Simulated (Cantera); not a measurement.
Counterflow diffusion flame

A counterflow diffusion flame at 0.434 atm, nozzles 20 mm apart: fuel side H2 = 1 (molar parts) at 600 K, oxidiser side O2 : N2 = 0.17 : 0.83 (molar parts) at 775 K, fuel mass flux 0.25 times the oxidiser's; mixture-averaged transport, no radiation.

Model: the H2/O2 subset of GRI-Mech 3.0, which has no nitrogen chemistry, integrated in Cantera. The maximum strain rate includes the flame's own expansion and is several times the mean.

| oxidiser flux (kg/m²/s) | max strain (1/s) | mean strain (1/s) | T max (K) | peak x OH | peak x H | peak x H2O | peak x HO2 |
|---|---|---|---|---|---|---|---|
| 0.26 | 1040 | 249 | 2112 | 0.0171 | 0.0328 | 0.220 | 3.86e-5 |
| 0.34 | 1360 | 326 | 2064 | 0.0167 | 0.0354 | 0.218 | 4.21e-5 |
| 0.44 | 1750 | 422 | 2020 | 0.0163 | 0.0383 | 0.217 | 4.52e-5 |
| 0.56 | 2220 | 537 | 1978 | 0.0159 | 0.0410 | 0.215 | 4.79e-5 |
| 0.72 | 2850 | 690 | 1932 | 0.0153 | 0.0439 | 0.214 | 5.05e-5 |
| 0.93 | 3690 | 891 | 1882 | 0.0146 | 0.0470 | 0.212 | 5.33e-5 |
| 1.2 | 4770 | 1150 | 1831 | 0.0138 | 0.0498 | 0.210 | 5.61e-5 |
| 1.5 | 5960 | 1440 | 1784 | 0.0130 | 0.0520 | 0.208 | 5.82e-5 |
| 2 | 7920 | 1920 | 1731 | 0.0122 | 0.0552 | 0.206 | 6.07e-5 |
| 2.6 | 10300 | 2490 | 1684 | 0.0114 | 0.0582 | 0.203 | 6.28e-5 |
x: mole fraction; the columns are a selection and need not sum to one.
